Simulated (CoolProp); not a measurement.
p-xylene along the isobar 463 kPa: fugacity coefficient from the reference equation and from simpler models built on Tc = 616.2 K, pc = 3532 kPa, ω = 0.324; each cubic takes its own stable root.

Computed with CoolProp (reference Helmholtz-energy equation of state, Zhou 2012).

```tsv
T (K)	phase	reference	van der Waals	Soave-Redlich-Kwong
434.5	liquid	0.3689	(withheld)	0.3748
453.4	liquid	0.5499	0.9202	0.5632
472.3	liquid	0.7852	0.9273	(withheld)
491.2	gas	0.8943	0.9336	0.9074
510.1	gas	0.9077	0.9392	0.9176
529	gas	0.9188	(withheld)	0.9265
547.9	gas	(withheld)	0.9486	0.9343
566.8	gas	(withheld)	0.9526	0.9412
585.7	gas	0.9422	(withheld)	0.9473
```

### Question
Some entries are withheld; supply them.

### Answer

- 434.5, van der Waals: 0.9120
- 472.3, Soave-Redlich-Kwong: 0.8094
- 529, van der Waals: 0.9442
- 547.9, reference: 0.9279
- 566.8, reference: 0.9357
- 585.7, van der Waals: 0.9562

At some of these states van der Waals gives the other phase, because its saturation line lies elsewhere.
